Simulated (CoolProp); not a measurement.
Properties of R236FA at several states.

Model: reference Helmholtz-energy equation of state, Pan 2012, in CoolProp.

```
T (°C)  p (MPa)   phase  density (kg/m³)  cp (kJ/(kg K))  isothermal compressibility (1/MPa)  expansivity (1/kK)
------  -------  ------  ---------------  --------------  ----------------------------------  ------------------
22.55       2.9  liquid             1381           1.220                                   ?                   ?
40.25     0.158     gas            9.630          0.8692                               6.623               3.735
11.55      5.49  liquid             1425           1.195                            0.002549               2.106
87.05     0.506     gas                ?          0.9729                               2.174               3.814
39.75      3.17  liquid                ?           1.253                            0.004369               2.623
15.75      2.41  liquid                ?               ?                            0.002980                   ?
```

**Question.** What belongs in the gaps?

**Answer.** 
- 22.55, isothermal compressibility (1/MPa): 0.003273
- 22.55, expansivity (1/kK): 2.351
- 87.05, density (kg/m³): 28.08
- 39.75, density (kg/m³): 1324
- 15.75, density (kg/m³): 1400
- 15.75, cp (kJ/(kg K)): 1.211
- 15.75, expansivity (1/kK): 2.282
